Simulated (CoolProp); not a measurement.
Sulfur hexafluoride along the isobar 8.61 MPa: fugacity coefficient from the reference equation and from simpler models built on Tc = 318.7 K, pc = 3.755 MPa, ω = 0.210; each cubic takes its own stable root.

Model: reference Helmholtz-energy equation of state, Guder 2009, in CoolProp.

| T (K) | phase | reference |
|---|---|---|
| 304.6 | liquid | 0.2920 |
| 332.1 | supercritical | 0.4278 |
| 359.6 | supercritical | 0.5582 |
| 387.2 | supercritical | 0.6615 |
| 414.7 | supercritical | 0.7379 |
| 442.3 | supercritical | 0.7966 |
| 469.8 | supercritical | 0.8424 |
| 497.4 | supercritical | 0.8790 |
| 524.9 | supercritical | 0.9083 |
| 552.5 | supercritical | 0.9321 |
| 580 | supercritical | 0.9515 |
| 607.6 | supercritical | 0.9674 |

### Question
How far does each simpler model (Soave-Redlich-Kwong, Peng-Robinson) lie from the reference over these 12 states: mean and median of the absolute difference, and the worst?

### Answer
- Soave-Redlich-Kwong: mean 2.1 %, median 1.9 %, worst +3.6 % at 304.6 K and 8.61 MPa
- Peng-Robinson: mean 2.7 %, median 2.6 %, worst -3.9 % at 387.2 K and 8.61 MPa
